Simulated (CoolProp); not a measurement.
Aqueous magnesium chloride as a coolant, at -1 °C, 1 atm.

The numbers come from the Melinder's fits for secondary coolants in CoolProp.

```
mass %  freezing point (°C)  Prandtl number  density (kg/m³)  conductivity (W/(m K))  viscosity (mPa s)
------  -------------------  --------------  ---------------  ----------------------  -----------------
3.6                    -2.1            15.7             1031                   0.553               2.20
6.3                    -4.0            16.6             1056                   0.548               2.39
8.9                    -6.8            18.2             1079                   0.541               2.72
11.6                  -10.7            20.7             1104                   0.534               3.18
14.2                  -15.2            23.0             1127                   0.528               3.64
16.9                  -20.8            25.1             1152                   0.521               4.08
19.6                  -27.5            29.3             1179                   0.513               4.90
22.2                  -36.2            46.3             1207                   0.504               7.90
24.9                  -49.6             165             1241                   0.488               28.3
```
